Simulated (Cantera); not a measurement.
An adiabatic, constant-pressure homogeneous reactor starts with 1.55 % CH₄, 7.95 % O₂, 87.5 % N₂, 2.79 % H₂O, 0.248 % H₂, at 1700 K and 1.00 bar.

Model: GRI-Mech 3.0 (53 species, 325 reactions), integrated in Cantera.

Problem. Predict: time of steepest temperature rise; temperature at 6.00 s; equilibrium temperature; x(O₂) at 6.00 s; x(H₂O) at 6.00 s.

Solution. 
```json
{
  "time_of_steepest_temperature_rise": "0.271 ms",
  "temperature at 6.00 s": "2036 K",
  "equilibrium_temperature": "2036 K",
  "x(O₂) at 6.00 s": "0.0450 (gas-phase equilibrium 0.0450)",
  "x(H₂O) at 6.00 s": "0.0607 (gas-phase equilibrium 0.0607)"
}
```
